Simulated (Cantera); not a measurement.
Ta + H2O (tantalum, niobium, vanadium and zirconium in process gases)

Charge: 1 mol Ta, 0.033 mol H2O, equilibrated at 133 Pa.

Equilibrium computed with Cantera from the NASA thermochemical tables; the gas is ideal and each condensed phase is pure. Candidate condensed phases: H2O, Ta, Ta2O5; 12 gas species. Mutual solubility and eutectic melting of coexisting phases are not modelled. Condensed phases not in the tables: N, O or C dissolved in the metal. Equilibrium is a limit: real reactors are often held back by kinetics, nucleation or transport.

From 1798 K to 1998 K the condensed part is Ta(s) + Ta2O5(s). From 2098 K to 2398 K the condensed part is Ta(s) + Ta2O5(l). The main Ta-bearing gas is TaO2 throughout.

```
T (K)   x H2      x H    x TaO2     x TaO     x H2O      x OH       x O      x O2  n Ta(s)  n Ta2O5(s)  n Ta2O5(l)
-----  -----  -------  --------  --------  --------  --------  --------  --------  -------  ----------  ----------
1798   0.990  0.00959   1.55e-5   3.06e-6  0.000674   4.30e-7   3.23e-9    <1e-12    0.987     0.00660           0
1898   0.978   0.0212  0.000121   2.34e-5   0.00112   1.98e-6   3.22e-8  1.61e-11    0.987     0.00659           0
1998   0.954   0.0429  0.000762  0.000146   0.00173   7.75e-6   2.55e-7  2.00e-10    0.987     0.00658           0
2098   0.913   0.0805   0.00378  0.000738   0.00244   2.56e-5   1.61e-6   1.84e-9    0.987           0     0.00653
2198   0.839    0.140    0.0149   0.00309   0.00306   7.10e-5   8.24e-6   1.27e-8    0.987           0     0.00634
2298   0.712    0.221    0.0513    0.0113   0.00344  0.000172   3.65e-5   7.36e-8    0.986           0     0.00566
2398   0.497    0.304     0.158    0.0370   0.00309  0.000347  0.000142   3.66e-7    0.984           0     0.00299
```
x: gas mole fraction; n: condensed amount in mol.
